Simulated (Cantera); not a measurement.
A Cantera script and its output.

```python
import numpy as np
import cantera as ct

gas = ct.Solution("gri30.yaml")
gas.TPX = 1823, 28000, {'CH4': 1, 'O2': 2.94, 'N2': 11.1, 'CO2': 2, 'H2O': 0.77}
reactor = ct.IdealGasConstPressureReactor(gas, energy="on", clone=False)
net = ct.ReactorNet([reactor])
net.rtol, net.atol = 1e-08, 1e-16
show = ['CH4', 'O2', 'CO2', 'HO2', 'H', 'CH2']
times = np.geomspace(4e-06, 0.5, 14)

steps = ct.SolutionArray(gas, extra=["t"])
rows = []
print(f"{'t/s':>10s}{'T/K':>9s}{'P/Pa':>11s}" + "".join(f"{s:>11s}" for s in show))
for t in times:
    while net.time < t:
        t_next = net.step()
        steps.append(gas.state, t=t_next)
    rows.append([np.interp(t, steps.t, y) for y in (steps.T, steps.P, *steps(*show).X.T)])
    print(f"{t:10.3e}{rows[-1][0]:9.1f}{rows[-1][1]:11.4g}" + "".join(f"{x:11.3e}" for x in rows[-1][2:]))
rate = np.gradient(steps.T, steps.t)
print("integrator steps:", len(steps.t))
if steps.T.max() > steps.T[0] + 200:
    print(f"time of steepest temperature rise: {steps.t[rate.argmax()]:.4e} s")
gas.TPX = 1823, 28000, {'CH4': 1, 'O2': 2.94, 'N2': 11.1, 'CO2': 2, 'H2O': 0.77}
gas.equilibrate("HP")
print(f"equilibrium (HP): T = {gas.T:.1f} K  " + "  ".join(f"{s} {gas[s].X[0]:.3e}" for s in show))
```

Output:

```
       t/s      T/K       P/Pa        CH4         O2        CO2        HO2          H        CH2
 4.000e-06   1822.9    2.8e+04  5.614e-02  1.651e-01  1.123e-01  1.074e-06  1.012e-06  8.767e-11
 9.866e-06   1822.9    2.8e+04  5.611e-02  1.651e-01  1.123e-01  2.496e-06  1.069e-06  4.578e-10
 2.433e-05   1822.7    2.8e+04  5.605e-02  1.650e-01  1.123e-01  5.393e-06  1.220e-06  2.151e-09
 6.002e-05   1822.3    2.8e+04  5.582e-02  1.650e-01  1.123e-01  1.041e-05  1.835e-06  1.377e-08
 1.480e-04   1822.4    2.8e+04  5.456e-02  1.643e-01  1.122e-01  2.558e-05  7.727e-06  1.876e-07
 3.651e-04   2255.9    2.8e+04  6.646e-08  7.253e-02  1.084e-01  3.067e-06  8.570e-03  3.143e-08
 9.005e-04   2336.6    2.8e+04  6.137e-18  6.851e-02  1.175e-01  3.139e-06  7.086e-03  9.887e-17
 2.221e-03   2434.6    2.8e+04  7.639e-18  6.573e-02  1.251e-01  3.950e-06  4.526e-03  1.095e-16
 5.478e-03   2483.6    2.8e+04  9.444e-18  6.380e-02  1.295e-01  4.711e-06  3.479e-03  1.158e-16
 1.351e-02   2484.7    2.8e+04  9.606e-18  6.271e-02  1.299e-01  4.692e-06  3.384e-03  1.143e-16
 3.332e-02   2481.2    2.8e+04  9.626e-18  6.101e-02  1.301e-01  4.559e-06  3.322e-03  1.108e-16
 8.219e-02   2478.3    2.8e+04  9.642e-18  5.964e-02  1.303e-01  4.453e-06  3.272e-03  1.079e-16
 2.027e-01   2477.9    2.8e+04  9.645e-18  5.942e-02  1.303e-01  4.435e-06  3.264e-03  1.074e-16
 5.000e-01   2477.9    2.8e+04  9.645e-18  5.942e-02  1.303e-01  4.435e-06  3.264e-03  1.074e-16
integrator steps: 1556
time of steepest temperature rise: 3.4538e-04 s
equilibrium (HP): T = 2477.9 K  CH4 1.368e-17  O2 5.942e-02  CO2 1.303e-01  HO2 4.435e-06  H 3.264e-03  CH2 1.315e-16
```

Model: GRI-Mech 3.0 (53 species, 325 reactions), integrated in Cantera.
